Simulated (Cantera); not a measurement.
Charge: 1 mol Si, 1.1 mol Cl2, 6.6 mol H2, held at 798 K and 218 Torr.

Method: chemical equilibrium by Gibbs-energy minimisation in Cantera with the NASA 1993 tables (ideal gas, pure condensed phases). The tables' values for SiCl3 are old estimates; treat these amounts as uncertain. Kinetics and transport are ignored.

| species | before | after |
|---|---|---|
| H2 | 0.914 | 0.670 |
| HCl | 0.00157 | 0.212 |
| SiCl4 | 0.0552 | 0.117 |
| SiHCl3 | 0.0283 | 0.000327 |
| SiH2Cl2 | 0.00117 | 7.32e-8 |
| SiH3Cl | 1.11e-5 | <1e-9 |
| SiCl3 | 3.66e-5 | 4.93e-7 |
| Si(s), mol | 0.398 | 0 |
Gas species are given as mole fractions.

Problem. What was changed between the two runs?
A. Cl2 from 1.1 to 1.5 mol
B. pressure from 218 Torr to 1 atm
C. pressure from 218 Torr to 750 Torr
D. Cl2 from 1.1 to 2.9 mol

Solution. D, Cl2 from 1.1 to 2.9 mol
